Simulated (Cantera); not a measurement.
A closed system holds: 1 mol Fe(CO)₅, 0.13 mol O₂, 40 mol H₂, at 1300 K and 36000 Pa.

These are equilibrium values from Cantera (NASA tables, ideal gas, pure condensed phases), not measurements of a reactor. Candidate condensed phases: C, C₆H₆, C₇H₈, C₈H₁₈, Fe, Fe(CO)₅, FeO, Fe(OH)₂, Fe(OH)₃, Fe₂O₃, Fe₃O₄, H₂O; 114 gas species. Kinetics and transport are ignored.

Task: What is the equilibrium state?

Result: 
```
Item                                       Result
--------------------------------------  ---------
x(H₂)                                       0.883
x(CO)                                       0.111
x(H₂O)                                    0.00552
x(CO₂)                                   0.000392
x(CH₄)                                   0.000128
x(H)                                      1.73e-6
n(Fe(γ))                                 1.00 mol
gas amount                              44.99 mol
log10 activity of C(graphite) (absent)      -1.24
log10 activity of Fe(OH)₂(s) (absent)       -9.78
log10 activity of Fe(OH)₃(s) (absent)      -17.07
```
